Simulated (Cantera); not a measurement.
Cantera with NASA thermochemical tables; ideal gases at 1 bar, condensed phases pure. Values are per mole of reaction as written; species without (g) are pure solids or liquids, kept so even where they would boil at 1 bar.

2 C + Ni3S4 ⇌ 2 CS2(g) + 3 Ni

```json
[
 {"T (K)": "473", "ΔH° (kJ)": "___", "ΔS° (J/K)": "___", "ΔG° (kJ)": "___", "log10 K": "___"},
 {"T (K)": "498", "ΔH° (kJ)": "531.4", "ΔS° (J/K)": "358.6", "ΔG° (kJ)": "352.8", "log10 K": "-37.00"},
 {"T (K)": "523", "ΔH° (kJ)": "___", "ΔS° (J/K)": "___", "ΔG° (kJ)": "___", "log10 K": "___"},
 {"T (K)": "548", "ΔH° (kJ)": "___", "ΔS° (J/K)": "___", "ΔG° (kJ)": "___", "log10 K": "___"},
 {"T (K)": "573", "ΔH° (kJ)": "529.3", "ΔS° (J/K)": "354.8", "ΔG° (kJ)": "326.0", "log10 K": "-29.72"},
 {"T (K)": "598", "ΔH° (kJ)": "528.6", "ΔS° (J/K)": "353.6", "ΔG° (kJ)": "317.2", "log10 K": "-27.71"}
]
```

Task: Fill in the missing entries.

Result: 
- 473, ΔH° (kJ): 532.0
- 473, ΔS° (J/K): 359.9
- 473, ΔG° (kJ): 361.8
- 473, log10 K: -39.95
- 523, ΔH° (kJ): 530.7
- 523, ΔS° (J/K): 357.3
- 523, ΔG° (kJ): 343.8
- 523, log10 K: -34.34
- 548, ΔH° (kJ): 530.0
- 548, ΔS° (J/K): 356.0
- 548, ΔG° (kJ): 334.9
- 548, log10 K: -31.92
